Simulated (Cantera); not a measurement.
**Boron, boron nitride and boron oxide: BF₃ + H₂O + N₂ + H₂**

Input: 1 mol BF₃, 6.8 mol H₂O, 6.5 mol N₂, 8.3 mol H₂, held at 39.0 mbar.

These are equilibrium values from Cantera (NASA tables, ideal gas, pure condensed phases), not measurements of a reactor. Candidate condensed phases: B, BN, B₂O₃, B₃O₃H₃, H₂O; 62 gas species. Gases not in the tables: H₃BO₃. Equilibrium is a limit: real reactors are often held back by kinetics, nucleation or transport.

From 1050 K to 1350 K the condensed part is B₂O₃(l). The share of B in condensed phases is highest at 1150 K (68.7 %) and lowest at 1350 K (16.3 %).

| T (K) | log p H₂ | log p N₂ | log p H₂O | log p HF | log p BOF | log p HBO₂ | log p BF₃ | n B₂O₃(l) |
|---|---|---|---|---|---|---|---|---|
| 1050 | -1.85 | -1.96 | -2.01 | -2.43 | -4.97 | -5.16 | -3.38 | 0.311 |
| 1100 | -1.85 | -1.96 | -2.02 | -2.41 | -4.58 | -4.77 | -3.46 | 0.333 |
| 1150 | -1.85 | -1.96 | -2.02 | -2.39 | -4.22 | -4.42 | -3.54 | 0.343 |
| 1200 | -1.85 | -1.96 | -2.03 | -2.38 | -3.90 | -4.09 | -3.64 | 0.335 |
| 1250 | -1.85 | -1.96 | -2.03 | -2.38 | -3.61 | -3.80 | -3.75 | 0.299 |
| 1300 | -1.86 | -1.96 | -2.04 | -2.38 | -3.36 | -3.53 | -3.88 | 0.220 |
| 1350 | -1.86 | -1.97 | -2.04 | -2.40 | -3.14 | -3.28 | -4.04 | 0.0813 |
log p: log10 of the partial pressure in bar; n: condensed amount in mol.
